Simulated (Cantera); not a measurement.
Source: NASA polynomial tables (part measured, part estimated), evaluated in Cantera. Values are per mole of reaction as written; species without (g) are pure solids or liquids, kept so even where they would boil at 1 bar.

3 Cl2(g) + 3 MgO → 3 MgCl2(g) + O3(g)

```json
[
 {"T (K)": "423", "ΔH° (kJ)": "767.0", "ΔS° (J/K)": "317.0", "ΔG° (kJ)": "632.9", "log10 K": "-78.16"},
 {"T (K)": "623", "ΔH° (kJ)": "763.5", "ΔS° (J/K)": "310.3", "ΔG° (kJ)": "570.2", "log10 K": "-47.81"},
 {"T (K)": "823", "ΔH° (kJ)": "759.3", "ΔS° (J/K)": "304.5", "ΔG° (kJ)": "508.8", "log10 K": "-32.29"},
 {"T (K)": "1023", "ΔH° (kJ)": "754.5", "ΔS° (J/K)": "299.2", "ΔG° (kJ)": "448.4", "log10 K": "-22.89"},
 {"T (K)": "1223", "ΔH° (kJ)": "…", "ΔS° (J/K)": "…", "ΔG° (kJ)": "…", "log10 K": "…"},
 {"T (K)": "1423", "ΔH° (kJ)": "…", "ΔS° (J/K)": "…", "ΔG° (kJ)": "…", "log10 K": "…"},
 {"T (K)": "1623", "ΔH° (kJ)": "737.6", "ΔS° (J/K)": "286.3", "ΔG° (kJ)": "273.0", "log10 K": "-8.78"},
 {"T (K)": "1823", "ΔH° (kJ)": "731.8", "ΔS° (J/K)": "282.9", "ΔG° (kJ)": "216.0", "log10 K": "-6.19"},
 {"T (K)": "2023", "ΔH° (kJ)": "726.3", "ΔS° (J/K)": "280.1", "ΔG° (kJ)": "159.8", "log10 K": "-4.12"},
 {"T (K)": "2223", "ΔH° (kJ)": "721.0", "ΔS° (J/K)": "277.6", "ΔG° (kJ)": "104.0", "log10 K": "-2.44"},
 {"T (K)": "2423", "ΔH° (kJ)": "716.0", "ΔS° (J/K)": "275.4", "ΔG° (kJ)": "48.7", "log10 K": "-1.05"}
]
```

Fill in the missing entries.


- 1223, ΔH° (kJ): 749.1
- 1223, ΔS° (J/K): 294.4
- 1223, ΔG° (kJ): 389.0
- 1223, log10 K: -16.62
- 1423, ΔH° (kJ): 743.4
- 1423, ΔS° (J/K): 290.1
- 1423, ΔG° (kJ): 330.6
- 1423, log10 K: -12.13
